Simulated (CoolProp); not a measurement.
R124 along the isotherm 196.85 °C: density (kg/m³) from the reference equation and from simpler models built on Tc = 122.3 °C, pc = 3.624 MPa, ω = 0.288; each cubic takes its own stable root.

Computed with CoolProp (reference Helmholtz-energy equation of state, de Vries 1995).

```tsv
p (MPa)	phase	reference	ideal gas	Soave-Redlich-Kwong	Peng-Robinson
0.647	gas	23.40	22.60	23.36	23.49
1.29	gas	48.38	45.05	48.22	48.78
1.94	gas	75.67	67.75	75.26	76.58
2.59	gas	105.3	90.45	104.5	106.9
3.24	gas	137.8	113.2	136.1	140.2
3.88	supercritical	172.9	135.5	170.0	176.0
4.53	supercritical	212.3	158.2	207.3	215.8
5.18	supercritical	255.9	180.9	247.6	259.1
5.83	supercritical	304.1	203.6	290.7	305.5
6.47	supercritical	355.6	226.0	335.1	353.5
7.12	supercritical	410.9	248.7	380.8	403.1
7.77	supercritical	466.8	271.4	425.8	452.0
8.41	supercritical	519.9	293.7	467.9	498.1
9.06	supercritical	569.5	316.4	507.6	541.9
```
